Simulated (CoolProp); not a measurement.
Vapour-liquid equilibrium of R22 (1) + R134a (2) at 245.3 K; x and y are mole fractions of (1).

Computed with CoolProp (multi-fluid Helmholtz-energy mixture model, Kamei 1995 and Tillner-Roth 1994; pair parameters Bell 2016).

```
x     bubble pressure, mixture model (MPa)  bubble pressure, Raoult's law (MPa)  y, mixture model  y, Raoult's law
----  ------------------------------------  -----------------------------------  ----------------  ---------------
0.05                               0.09909                              0.09765             0.102            0.092
0.2                                 0.1149                               0.1105             0.339            0.324
0.35                                0.1289                               0.1234             0.512            0.508
0.5                                 0.1417                               0.1363             0.649            0.658
0.65                                0.1537                               0.1492             0.766            0.781
0.8                                 0.1649                               0.1621             0.871            0.885
0.95                                0.1758                               0.1750             0.968            0.973
```

The largest gap from Raoult's law is +4.5 % in bubble pressure, at x = 0.35. No azeotrope shows between x = 0.05 and 0.95.

The pair parameters rest on a limited set of measurements; away from them the model extrapolates.
